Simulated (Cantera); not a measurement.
Input: 1 mol Si, 1.1 mol HCl, 63 mol N2, at 750 Torr.

Equilibrium computed with Cantera from the NASA thermochemical tables; the gas is ideal and each condensed phase is pure. Candidate condensed phases: NH4Cl, Si, Si3N4; 28 gas species. N2 is the only nitrogen source here; it is nearly inert below about 1500 K, so the nitride shown seldom forms there in practice. The tables' values for SiCl3 are old estimates; treat these amounts as uncertain. The numbers say what is thermodynamically allowed, not how fast it happens. All values below are at 1348 K.

Base state: N2 0.984, HCl 0.0134, H2 0.00198, SiCl4 0.000908, SiCl3 8.10e-5, SiCl2 3.63e-5 (mole fractions); condensed: Si3N4(s).

Problem. What changes in the equilibrium state with this change: 0.27 mol NH3 added?

Solution. 
```csv
species,before,after
N2,0.984,0.977
HCl,0.0134,0.0164
H2,0.00198,0.00674
SiCl4,0.000908,0.000177
SiCl3,8.10e-5,2.38e-5
SiCl2,3.63e-5,1.60e-5
"Si3N4(s), mol",0.311,0.329
```
